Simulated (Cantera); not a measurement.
Input: 1 mol Fe3O4, 1 mol C, 0.57 mol CO, at 1700 K and 101000 Pa.

Cantera equilibrium calculation (NASA polynomials, part measured and part estimated; ideal gas, pure solids and liquids). Candidate condensed phases: C, Fe, Fe(CO)5, FeO, Fe2O3, Fe3O4; 15 gas species. Mutual solubility and eutectic melting of coexisting phases are not modelled. The tables' stoichiometric FeO is somewhat more stable than real wüstite, so its field is too wide. FeO: taken at fixed stoichiometry. The numbers say what is thermodynamically allowed, not how fast it happens.

Base state: CO 0.879, CO2 0.121 (mole fractions); condensed: Fe(δ) + FeO(l).

Problem. What changes in the equilibrium state with this change: temperature from 1700 K to 2398 K?

Solution. 
| species | before | after |
|---|---|---|
| CO | 0.879 | 0.910 |
| CO2 | 0.121 | 0.0753 |
| Fe | 6.21e-6 | 0.0143 |
| O | <1e-9 | 1.47e-5 |
| FeO | 2.48e-8 | 0.000308 |
| Fe(δ), mol | 0.189 | 0 |
| FeO(l), mol | 2.81 | 2.88 |
| Fe(l), mol | 0 | 0.0971 |
Each liquid is taken as pure.
